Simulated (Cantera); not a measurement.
An isothermal, constant-pressure homogeneous reactor starts with NO : N2 = 1 : 1.1 (molar parts), at 2050 K and 353 Torr. Integrator tolerance rtol = 1e-08.

Detailed kinetics in Cantera: GRI-Mech 3.0 (53 species, 325 reactions).

**Question.** What does this change do: pressure from 353 Torr to 8.25 Torr?

**Answer.** 
| quantity | before | after |
|---|---|---|
| x(NO) at 30.0 s | 0.00908 (gas-phase equilibrium 0.00908) | 0.0198 (gas-phase equilibrium 0.00903) |
| x(N2) at 30.0 s | 0.757 (gas-phase equilibrium 0.757) | 0.750 (gas-phase equilibrium 0.756) |
| x(NO2) at 30.0 s | 1.04e-5 (gas-phase equilibrium 1.04e-5) | 3.41e-6 (gas-phase equilibrium 1.58e-6) |
| x(O2) at 30.0 s | 0.233 (gas-phase equilibrium 0.233) | 0.225 (gas-phase equilibrium 0.231) |
| x(N2O) at 30.0 s | 3.42e-7 (gas-phase equilibrium 3.42e-7) | 1.12e-7 (gas-phase equilibrium 5.19e-8) |
Radical loss at walls, strong at low pressure, is not modelled.

**Question.** What does this change do: temperature 2050 to 1550 K?

**Answer.** 
```json
[
 {"quantity": "x(NO) at 30.0 s", "before": "0.00908 (gas-phase equilibrium 0.00908)", "after": "0.385 (gas-phase equilibrium 0.00163)"},
 {"quantity": "x(N2) at 30.0 s", "before": "0.757 (gas-phase equilibrium 0.757)", "after": "0.569 (gas-phase equilibrium 0.761)"},
 {"quantity": "x(NO2) at 30.0 s", "before": "1.04e-5 (gas-phase equilibrium 1.04e-5)", "after": "0.000570 (gas-phase equilibrium 5.46e-6)"},
 {"quantity": "x(O2) at 30.0 s", "before": "0.233 (gas-phase equilibrium 0.233)", "after": "0.0449 (gas-phase equilibrium 0.237)"},
 {"quantity": "x(N2O) at 30.0 s", "before": "3.42e-7 (gas-phase equilibrium 3.42e-7)", "after": "5.00e-5 (gas-phase equilibrium 6.63e-8)"}
]
```
